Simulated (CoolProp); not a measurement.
Computed with CoolProp (reference Helmholtz-energy equation of state, Lemmon 2016).

Q: For R227EA, give the phase and the Z, Joule-Thomson coefficient (K/MPa), isothermal compressibility (1/MPa), viscosity (µPa s) at -121.15 °C and 2170 kPa.

A: 
- -121.15 °C and 2170 kPa: liquid; Z 0.157, Joule-Thomson coefficient -0.450, isothermal compressibility 0.000685, viscosity 2770

Viscosity comes from a separate model (Huber 2003), an estimate that may be off by 10 % or more.
